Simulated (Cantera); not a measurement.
Input (Python, Cantera):

```python
import numpy as np
import cantera as ct

gas = ct.Solution("gri30.yaml")


def delay(T, t_max=10):
    gas.TPX = T, 670000, {'CO': 1, 'H2': 0.76, 'O2': 1.83, 'N2': 6.89}
    reactor = ct.IdealGasReactor(gas, clone=False)
    net = ct.ReactorNet([reactor])
    net.rtol, net.atol = 1e-8, 1e-16
    while net.time < t_max:
        t_old, T_old = net.time, reactor.T
        net.step()
        if reactor.T > T + 400:  # ignition: a rise of 400 K
            return t_old + (T + 400 - T_old) / (reactor.T - T_old) * (net.time - t_old)
    return np.nan


taus = []
for T in [1150, 1200, 1250, 1300, 1350, 1400, 1450, 1500]:
    taus.append(delay(T))
    print(f"T0 = {T:6g} K   tau = {taus[-1]:.4e} s")
```

Output:

```
T0 =   1150 K   tau = 7.4002e-05 s
T0 =   1200 K   tau = 2.3299e-05 s
T0 =   1250 K   tau = 1.2490e-05 s
T0 =   1300 K   tau = 8.3626e-06 s
T0 =   1350 K   tau = 6.2389e-06 s
T0 =   1400 K   tau = 4.9677e-06 s
T0 =   1450 K   tau = 4.1386e-06 s
T0 =   1500 K   tau = 3.5692e-06 s
```

Model: GRI-Mech 3.0 (53 species, 325 reactions), integrated in Cantera. The hydrogen kinetics of GRI-Mech 3.0 are dated; newer H2 mechanisms differ, most at raised pressure. Where the delays flatten at high temperature, the 400 K rule measures the pace of heat release, not the induction time.
